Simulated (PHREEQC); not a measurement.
PHREEQC input (Pitzer model, pitzer.dat):

```
SOLUTION 1
  temp 60
  units mol/kgw
  pH 7 charge
  Cl 0.0972
  K 0.084
  Ca 0.0066
END
USE solution 1
INCREMENTAL_REACTIONS false
REACTION 1
  H2O -1
  0 9.886 18.011 24.689 30.178 34.689 38.397 41.444
  43.949 46.007 47.699 49.089 50.232 51.172 51.944 52.578
  53.1 53.528 53.88 54.17 54.408 54.603 54.764 54.896
  55.005 55.094 55.168 55.228 moles
EQUILIBRIUM_PHASES 1
  Portlandite 0 0
  Sylvite 0 0
SELECTED_OUTPUT 1
  -reset false
  -pH true
  -pe true
  -ionic_strength true
  -water true
  -activities H2O
  -totals Ca Cl K
  -molalities H+ K+ Ca+2 Cl- OH-
  -equilibrium_phases Portlandite Sylvite
PRINT
  -reset false
END
```

Selected output (columns that matter, 16 of 28 rows; water left (kg) added in front):

```
water left (kg)	pH	mu	Ca	Cl	K	m_H+	m_K+	m_Ca+2	m_Cl-	m_OH-	la_H2O	Sylvite
1	6.4974	0.1038	0.0066	0.0972	0.084	4.0911e-07	0.084	0.0066	0.0972	4.0911e-07	-0.0013469	0
0.675514	6.4933	0.15366	0.0097703	0.14389	0.12435	4.2342e-07	0.12435	0.0097703	0.14389	4.2342e-07	-0.0019785	0
0.456313	6.4876	0.22748	0.014464	0.21301	0.18408	4.3806e-07	0.18408	0.014464	0.21301	4.3806e-07	-0.0029095	0
0.375043	6.484	0.27677	0.017598	0.25917	0.22397	4.4524e-07	0.22397	0.017598	0.25917	4.4524e-07	-0.0035303	0
0.253345	6.4748	0.40972	0.026051	0.38367	0.33156	4.5856e-07	0.33156	0.026051	0.38367	4.5856e-07	-0.0052059	0
0.171138	6.4623	0.60653	0.038565	0.56796	0.49083	4.6897e-07	0.49083	0.038565	0.56796	4.6897e-07	-0.0076982	0
0.115613	6.4451	0.89783	0.057087	0.84074	0.72656	4.7385e-07	0.72656	0.057087	0.84074	4.7385e-07	-0.011428	0
0.0780853	6.4215	1.3293	0.084523	1.2448	1.0757	4.695e-07	1.0757	0.084523	1.2448	4.695e-07	-0.017069	0
0.0641769	6.4065	1.6174	0.10284	1.5146	1.3089	4.6239e-07	1.3089	0.10284	1.5146	4.6239e-07	-0.020921	0
0.0433504	6.3685	2.3944	0.15225	2.2422	1.9377	4.3508e-07	1.9377	0.15225	2.2422	4.3508e-07	-0.031688	0
0.0292979	6.3165	3.5429	0.22527	3.3176	2.8671	3.873e-07	2.8671	0.22527	3.3176	3.873e-07	-0.048606	0
0.0197855	6.2467	5.2463	0.33358	4.9127	4.2455	3.1985e-07	4.2455	0.33358	4.9127	3.1985e-07	-0.075561	0
0.0133718	6.1622	7.0757	0.49358	6.5821	5.5949	2.7007e-07	5.5949	0.49358	6.5821	2.7007e-07	-0.10496	0.0091856
0.0109937	6.1177	7.2844	0.60035	6.684	5.4834	2.8378e-07	5.4834	0.60035	6.684	2.8378e-07	-0.10636	0.023718
0.0074265	5.9967	7.8509	0.88871	6.9622	5.1848	3.2292e-07	5.1848	0.88871	6.9622	3.2292e-07	-0.11075	0.045495
0.00501236	5.8146	8.7021	1.3167	7.3854	4.7519	3.8696e-07	4.7519	1.3167	7.3854	3.8696e-07	-0.11905	0.060182
```

Constants without temperature data keep their 25 °C values here.
